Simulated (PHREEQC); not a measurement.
Make-up at 75 °C: 0.011 mol MgCl2 and 0.0016 mol NH4HCO3 per kg of water. Closed to the air; pH follows from the charge balance.

Equilibrium calculation in PHREEQC: ion-association model, phreeqc.dat.

Precipitation was switched off in this run.

Task: Predict the pH.

Result: pH 7.08.

Task: In which forms is N present?

Result: NH4+ 90 %, NH3 9.9 % of the N.

Complexes and solids missing from the database can't appear. At this temperature some constants are extrapolated from 25 °C, and those without enthalpy data are left unchanged.
